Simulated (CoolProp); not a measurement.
Vapour-liquid equilibrium of CHF3 (R23) (1) + R11 (2) at 272.5 K; x and y are mole fractions of (1).

Values from CoolProp's multi-fluid Helmholtz-energy mixture model, Penoncello 2003 and Jacobsen 1992; pair parameters Bell 2016.

### Question
Give the bubble pressure and the first vapour's composition at x = 0.275, 0.425, 0.875. Is there an azeotrope?

### Answer
x = 0.275: 1316 kPa, y = 0.965; x = 0.425: 1645 kPa, y = 0.971; x = 0.875: 2127 kPa, y = 0.983. No azeotrope shows between x = 0.05 and 0.95.

The pair parameters rest on a limited set of measurements; away from them the model extrapolates. The gap from Raoult's law changes sign with composition, which may be real or a fault of the pair parameters; it wasn't checked against measurements. With so large a gap from Raoult's law the liquid may split in two, which this calculation doesn't test in full.
